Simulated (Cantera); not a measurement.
# SiH4 + O3 + H2 (silicon oxide and oxynitride deposition)

Input: 1 mol SiH4, a varied amount of O3, 18 mol H2, equilibrated at 1623.15 K and 0.000190 bar.

Cantera equilibrium calculation (NASA polynomials, part measured and part estimated; ideal gas, pure solids and liquids). Candidate condensed phases: H2O, Si, SiO2; 18 gas species. The tables hold silica as quartz up to 1696 K and as liquid above; real silica turns to tridymite and cristobalite and melts near 1996 K. Kinetics and transport are ignored.

At 0.26 mol O3 the condensed part is Si(s). At 0.36 mol O3 nothing is condensed. From 0.5 mol O3 to 10 mol O3 the condensed part is SiO2(β-quartz).

```
n(O3) (mol)    x H2O     x H2      x O2     x SiO       x H  n Si(s)  n SiO2(β-quartz)
-----------  -------  -------  --------  --------  --------  -------  ----------------
0.26         1.86e-8    0.957    <1e-12    0.0374   0.00491    0.202                 0
0.36         0.00380    0.944  6.42e-12    0.0475   0.00488        0                 0
0.5          0.00731    0.956  2.32e-11    0.0315   0.00491        0             0.349
0.69          0.0170    0.964  1.24e-10    0.0136   0.00493        0             0.723
0.97          0.0497    0.941   1.11e-9   0.00455   0.00487        0             0.908
1.4            0.111    0.882   6.32e-9   0.00190   0.00472        0             0.962
1.9            0.185    0.809   2.08e-8   0.00105   0.00452        0             0.979
2.6            0.290    0.705   6.68e-8  0.000586   0.00422        0             0.988
3.7            0.454    0.542   2.79e-7  0.000287   0.00370        0             0.994
5.1            0.664    0.333   1.57e-6  0.000121   0.00290        0             0.998
7.2            0.975   0.0219  0.000786   5.40e-6  0.000743        0             1.000
10             0.828  0.00128     0.165   3.72e-7  0.000180        0             1.000
```
x: gas mole fraction; n: condensed amount in mol.
